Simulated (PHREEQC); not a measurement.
## Spent oxide etchant

Consider water at 20 °C with 0.0011 mol HF, 0.003 mol (NH4)2SiF6, 4.4e-05 mol H3AsO4 and 8.2e-05 mol H2SO4 per kg of water. Closed to the air; pH follows from the charge balance.

The numbers come from PHREEQC with the ion-association model, wateq4f.dat.

No solid was allowed to form.

Problem. Predict the pH, ionic strength.

Solution. pH 3.05; ionic strength 0.00974 mol/kgw.

Problem. In which forms is Si present?

Solution. SiF6-2 90 %, H4SiO4 10 % of the Si.

Examples of supersaturated solids here: Quartz (slow to form), Chalcedony (slow to form). Others may be too. Species that the database lacks are ignored. SiF6-2 is the database's only silicon fluoride.
